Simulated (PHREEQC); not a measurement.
Solution (25 °C): 15 mmol/kgw NaOH, 5.9 mmol/kgw H3BO3 and 46 mmol/kgw KBr. Closed to the air; pH follows from the charge balance.

Computed with PHREEQC (ion-association model, wateq4f.dat).

Precipitation was switched off in this run.

Problem. Predict the pH.

Solution. pH 11.86.
